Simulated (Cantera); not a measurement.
Gas-phase reforming

An isothermal, constant-pressure homogeneous reactor starts with 46.5 % CH4, 51.2 % H2O, 2.33 % H2, at 1700 K and 1.00 bar.

Computed with Cantera and GRI-Mech 3.0 (53 species, 325 reactions).

| t (s) | x CH4 | x H2O | x H2 | x C2H4 | x CH3 |
|---|---|---|---|---|---|
| 0.000200 | 0.455 | 0.510 | 0.0297 | 0.00174 | 0.00173 |
| 0.000538 | 0.429 | 0.504 | 0.0511 | 0.00821 | 0.00206 |
| 0.00145 | 0.366 | 0.482 | 0.114 | 0.0134 | 0.00167 |
| 0.00390 | 0.272 | 0.445 | 0.215 | 0.00708 | 0.00114 |
| 0.0105 | 0.170 | 0.403 | 0.324 | 0.00359 | 0.000696 |
| 0.0283 | 0.0885 | 0.361 | 0.417 | 0.00291 | 0.000373 |
| 0.0761 | 0.0467 | 0.312 | 0.485 | 0.00287 | 0.000201 |
| 0.205 | 0.0333 | 0.246 | 0.546 | 0.00252 | 0.000138 |
| 0.552 | 0.0254 | 0.169 | 0.610 | 0.00182 | 9.86e-5 |
| 1.49 | 0.0173 | 0.102 | 0.665 | 0.00104 | 6.41e-5 |
| 4.00 | 0.0105 | 0.0578 | 0.703 | 0.000446 | 3.77e-5 |
x: mole fraction; the columns are a selection and need not sum to one.

Equilibrium at this temperature and pressure: CH4 2.25e-6, H2O 0.0220, H2 0.737, C2H4 2.80e-11, CH3 7.88e-9 (gas phase only).
